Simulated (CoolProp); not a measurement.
Properties of CH3F (R41) along the isotherm 151.85 °C (Tc = 44.1 °C, pc = 5.906 MPa, ω = 0.200).

Computed with CoolProp (reference Helmholtz-energy equation of state, Lemmon 2006). It is a short technical equation, of lower accuracy than the large ones.

| p (MPa) | phase | isothermal compressibility (1/MPa) | expansivity (1/kK) | fugacity coefficient |
|---|---|---|---|---|
| 0.0934 | gas | 10.73 | 2.372 | 0.9977 |
| 0.158 | gas | 6.354 | 2.386 | 0.9961 |
| 0.266 | gas | 3.785 | 2.408 | 0.9934 |
| 0.449 | gas | 2.252 | 2.447 | 0.9888 |
| 0.757 | gas | 1.346 | 2.514 | 0.9813 |
| 1.28 | gas | 0.8069 | 2.631 | 0.9685 |
| 2.16 | gas | … | 2.841 | … |
| 3.64 | gas | … | 3.228 | 0.9135 |
| 6.14 | supercritical | … | … | 0.8591 |
| 10.4 | supercritical | 0.1224 | 5.530 | 0.7761 |
| 17.5 | supercritical | … | … | 0.6653 |
| 29.5 | supercritical | 0.02260 | 5.080 | … |

**Question.** Some entries are withheld; supply them.

**Answer.** 
- 2.16, isothermal compressibility (1/MPa): 0.4890
- 2.16, fugacity coefficient: 0.9476
- 3.64, isothermal compressibility (1/MPa): 0.3014
- 6.14, isothermal compressibility (1/MPa): 0.1902
- 6.14, expansivity (1/kK): 3.988
- 17.5, isothermal compressibility (1/MPa): 0.06858
- 17.5, expansivity (1/kK): 7.246
- 29.5, fugacity coefficient: 0.5546
